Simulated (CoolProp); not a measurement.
Model: reference Helmholtz-energy equation of state, Tillner-Roth 1997, in CoolProp.

### Question
Give the vapour pressure (MPa), liquid cp (kJ/(kg K)), vapour Z, surface tension (mN/m) of saturated CH2F2 (R32) at 277.5 K.

### Answer
| T (K) | p (MPa) | liquid cp (kJ/(kg K)) | vapour Z | surface tension (mN/m) |
|---|---|---|---|---|
| 277.5 | 0.933 | 1.77 | 0.829 | 10.2 |

Surface tension comes from a separate correlation (Mulero 2012).
